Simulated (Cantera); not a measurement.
**Reactions in the system C-Na-S**

Source: NASA polynomial tables (part measured, part estimated), evaluated in Cantera. Values are per mole of reaction as written; species without (g) are pure solids or liquids, kept so even where they would boil at 1 bar.

4 Na + CS2(g) ⇌ C + 2 Na2S

```csv
T (K),ΔH° (kJ),ΔS° (J/K),ΔG° (kJ),log10 K,condensed phases
300,-849.1,-244.9,-775.7,135.05,"Na(s), C(graphite), Na2S(s)"
625,-856.0,-265.3,-690.2,57.68,"Na(l), C(graphite), Na2S(s)"
725,-853.9,-262.2,-663.8,47.83,"Na(l), C(graphite), Na2S(s)"
825,-851.3,-258.9,-637.8,40.38,"Na(l), C(graphite), Na2S(s)"
925,-848.4,-255.5,-612.0,34.56,"Na(l), C(graphite), Na2S(s)"
1025,-845.2,-252.2,-586.7,29.90,"Na(l), C(graphite), Na2S(s)"
1125,-839.7,-247.2,-561.7,26.08,"Na(l), C(graphite), Na2S(s)"
1225,-826.0,-235.6,-537.4,22.92,"Na(l), C(graphite), Na2S(s)"
```
